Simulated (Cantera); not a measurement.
A perfectly stirred reactor is fed with N₂O : H₂O = 1 : 0.019 (molar parts), at 38000 Pa; it is held at 1575 K, and followed from long to short residence time.

Computed with Cantera and GRI-Mech 3.0 (53 species, 325 reactions). GRI-Mech 3.0 was tuned for natural gas; its chemistry of N2O as a main component is partial and can be far from experiment. The temperature is held fixed by assumption; the heat of reaction is taken as removed at once.

What does this change do: N2O 1 to 6.1 parts?


```
quantity                 before     after
---------------------  --------  --------
x(N₂O) at τ = 15.0 s    0.00140   0.00151
x(H₂O) at τ = 15.0 s     0.0125   0.00205
x(H) at τ = 15.0 s      8.45e-8   3.48e-8
x(NO₂) at τ = 15.0 s   0.000122  0.000132
x(H₂) at τ = 15.0 s     3.67e-7   6.08e-8
x(N₂O) at τ = 81.0 ms     0.143     0.152
x(H₂O) at τ = 81.0 ms    0.0133   0.00218
x(H) at τ = 81.0 ms     7.06e-7   3.01e-7
x(NO₂) at τ = 81.0 ms  0.000398  0.000361
x(H₂) at τ = 81.0 ms    1.44e-6   2.44e-7
```

What does this change do: temperature 1575 to 1198 K?


| quantity | before | after |
|---|---|---|
| x(N₂O) at τ = 15.0 s | 0.00140 | 0.179 |
| x(H₂O) at τ = 15.0 s | 0.0125 | 0.0136 |
| x(H) at τ = 15.0 s | 8.45e-8 | 1.26e-9 |
| x(NO₂) at τ = 15.0 s | 0.000122 | 0.000290 |
| x(H₂) at τ = 15.0 s | 3.67e-7 | 1.29e-8 |
| x(N₂O) at τ = 81.0 ms | 0.143 | 0.953 |
| x(H₂O) at τ = 81.0 ms | 0.0133 | 0.0185 |
| x(H) at τ = 81.0 ms | 7.06e-7 | 1.39e-9 |
| x(NO₂) at τ = 81.0 ms | 0.000398 | 0.000245 |
| x(H₂) at τ = 81.0 ms | 1.44e-6 | 2.29e-8 |
The mechanism lacks the step 2 NO + O2 → 2 NO2, which can matter for NO2 below about 1400 K.
